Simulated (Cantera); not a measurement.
## Equilibrium for hydrogen reduction and annealing atmospheres: PbS + H₂ + N₂

Input: 1 mol PbS, 3.7 mol H₂, 1 mol N₂, at 22.0 Pa.

Cantera equilibrium calculation (NASA polynomials, part measured and part estimated; ideal gas, pure solids and liquids). Candidate condensed phases: Pb, PbS, S; 18 gas species. Gases not in the tables: S₃ to S₇. Rates play no part.

| T (°C) | log p H₂ | log p N₂ | log p PbS | log p Pb | log p S₂ | log p H₂S | log p SH | log p H |
|---|---|---|---|---|---|---|---|---|
| 927 | -3.86 | -4.42 | -4.51 | -5.13 | -5.77 | -5.40 | -7.25 | -8.64 |
| 977 | -3.86 | -4.42 | -4.54 | -5.04 | -5.56 | -5.45 | -7.02 | -8.25 |
| 1027 | -3.86 | -4.42 | -4.57 | -4.95 | -5.40 | -5.52 | -6.82 | -7.89 |
| 1077 | -3.86 | -4.42 | -4.62 | -4.87 | -5.27 | -5.59 | -6.64 | -7.56 |
| 1127 | -3.87 | -4.43 | -4.67 | -4.79 | -5.17 | -5.66 | -6.49 | -7.25 |
| 1177 | -3.87 | -4.43 | -4.74 | -4.73 | -5.09 | -5.74 | -6.36 | -6.96 |
| 1227 | -3.87 | -4.43 | -4.81 | -4.67 | -5.02 | -5.82 | -6.24 | -6.69 |
| 1277 | -3.87 | -4.44 | -4.88 | -4.63 | -4.97 | -5.90 | -6.13 | -6.44 |
| 1327 | -3.88 | -4.44 | -4.97 | -4.59 | -4.94 | -5.98 | -6.04 | -6.20 |
| 1377 | -3.88 | -4.44 | -5.05 | -4.56 | -4.91 | -6.06 | -5.95 | -5.98 |
log p: log10 of the partial pressure in bar; nothing condenses.

From 927 °C to 1377 °C nothing is condensed. The main Pb-bearing gas is PbS at 927 °C and Pb at 1377 °C.
